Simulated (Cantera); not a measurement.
An adiabatic, constant-pressure homogeneous reactor starts with CO : H2 : O2 : N2 = 1 : 0.48 : 0.617 : 2.32 (molar parts), at 1550 K and 3900 Torr. Integrator tolerance rtol = 1e-08.

Cantera simulation using GRI-Mech 3.0 (53 species, 325 reactions); the numbers are that mechanism's predictions, not measurements. The hydrogen kinetics of GRI-Mech 3.0 are dated; newer H2 mechanisms differ, most at raised pressure.

Q: What does this change do: initial temperature 1550 to 1175 K?

A: 
| quantity | before | after |
|---|---|---|
| time of steepest temperature rise | 3.17 µs | 27.6 µs |
| temperature at 2.00 s | 2953 K | 2823 K |
| equilibrium temperature | 2953 K | 2823 K |
| x(CO) at 2.00 s | 0.116 (gas-phase equilibrium 0.116) | 0.0977 (gas-phase equilibrium 0.0977) |
| x(H2) at 2.00 s | 0.0114 (gas-phase equilibrium 0.0114) | 0.00930 (gas-phase equilibrium 0.00930) |
| x(O2) at 2.00 s | 0.0207 (gas-phase equilibrium 0.0207) | 0.0141 (gas-phase equilibrium 0.0141) |
| x(H2O) at 2.00 s | 0.0973 (gas-phase equilibrium 0.0973) | 0.105 (gas-phase equilibrium 0.105) |
| x(OH) at 2.00 s | 0.0175 (gas-phase equilibrium 0.0175) | 0.0123 (gas-phase equilibrium 0.0123) |
| x(H) at 2.00 s | 0.00642 (gas-phase equilibrium 0.00642) | 0.00378 (gas-phase equilibrium 0.00378) |

Q: What does this change do: CO 1 to 0.69 parts?

A: 
| quantity | before | after |
|---|---|---|
| time of steepest temperature rise | 3.17 µs | 2.97 µs |
| temperature at 2.00 s | 2953 K | 2910 K |
| equilibrium temperature | 2953 K | 2910 K |
| x(CO) at 2.00 s | 0.116 (gas-phase equilibrium 0.116) | 0.0680 (gas-phase equilibrium 0.0680) |
| x(H2) at 2.00 s | 0.0114 (gas-phase equilibrium 0.0114) | 0.00870 (gas-phase equilibrium 0.00870) |
| x(O2) at 2.00 s | 0.0207 (gas-phase equilibrium 0.0207) | 0.0327 (gas-phase equilibrium 0.0327) |
| x(H2O) at 2.00 s | 0.0973 (gas-phase equilibrium 0.0973) | 0.109 (gas-phase equilibrium 0.109) |
| x(OH) at 2.00 s | 0.0175 (gas-phase equilibrium 0.0175) | 0.0189 (gas-phase equilibrium 0.0189) |
| x(H) at 2.00 s | 0.00642 (gas-phase equilibrium 0.00642) | 0.00489 (gas-phase equilibrium 0.00489) |
